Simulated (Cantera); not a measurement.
Input: 1 mol SiH4, 0.23 mol N2, held at 1698.15 K and 3.80 mbar.

Method: chemical equilibrium by Gibbs-energy minimisation in Cantera with the NASA 1993 tables (ideal gas, pure condensed phases). Candidate condensed phases: Si, Si3N4; 18 gas species. Gases not in the tables: Si2H6 and higher silanes. The numbers say what is thermodynamically allowed, not how fast it happens.

Base state: H2 0.895, N2 0.103, H 0.00222, Si 0.000173, SiH 1.57e-5, SiH2 1.25e-5 (mole fractions); condensed: Si(l).

### Question
What changes in the equilibrium state with this change: temperature from 1698.15 K to 975 K?

### Answer
```csv
species,before,after
H2,0.895,1.00
H,0.00222,1.86e-8
N2,0.103,1.36e-9
Si,0.000173,<1e-9
SiH,1.57e-5,<1e-9
SiH2,1.25e-5,<1e-9
"Si(l), mol",1.000,0
"Si(s), mol",0,0.655
"Si3N4(s), mol",0,0.115
```
N2 is the only nitrogen source here; it is nearly inert below about 1500 K, so the nitride shown seldom forms there in practice.
